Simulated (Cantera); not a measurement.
Si2H6 + HCl + H2 (silicon epitaxy and polysilicon growth)

A closed system holds: 1 mol Si2H6, a varied amount of HCl, 20 mol H2, at 1250 K and 0.00150 bar.

These are equilibrium values from Cantera (NASA tables, ideal gas, pure condensed phases), not measurements of a reactor. Candidate condensed phases: Si; 19 gas species. The feed counts by its element totals alone. The tables' values for SiCl3 are old estimates; treat these amounts as uncertain. The numbers say what is thermodynamically allowed, not how fast it happens.

| n(HCl) (mol) | log p H2 | log p HCl | log p SiCl2 | log p SiCl3 | log p SiCl4 | log p SiHCl3 | n Si(s) |
|---|---|---|---|---|---|---|---|
| 0.22 | -2.83 | -4.87 | -6.51 | -8.72 | -10.07 | -9.48 | 2.00 |
| 0.34 | -2.83 | -4.69 | -6.15 | -8.18 | -9.36 | -8.95 | 1.99 |
| 0.53 | -2.83 | -4.52 | -5.80 | -7.65 | -8.66 | -8.42 | 1.97 |
| 0.81 | -2.84 | -4.36 | -5.47 | -7.17 | -8.01 | -7.94 | 1.95 |
| 1.2 | -2.84 | -4.22 | -5.19 | -6.74 | -7.44 | -7.52 | 1.89 |
| 1.9 | -2.85 | -4.07 | -4.88 | -6.28 | -6.82 | -7.06 | 1.77 |
| 2.9 | -2.87 | -3.94 | -4.62 | -5.89 | -6.31 | -6.68 | 1.55 |
log p: log10 of the partial pressure in bar; n: condensed amount in mol.

From 0.22 mol HCl to 2.9 mol HCl the condensed part is Si(s). The main Si-bearing gas is SiCl2 throughout. The share of Si in condensed phases is highest at 0.22 mol HCl (99.8 %) and lowest at 2.9 mol HCl (77.6 %).
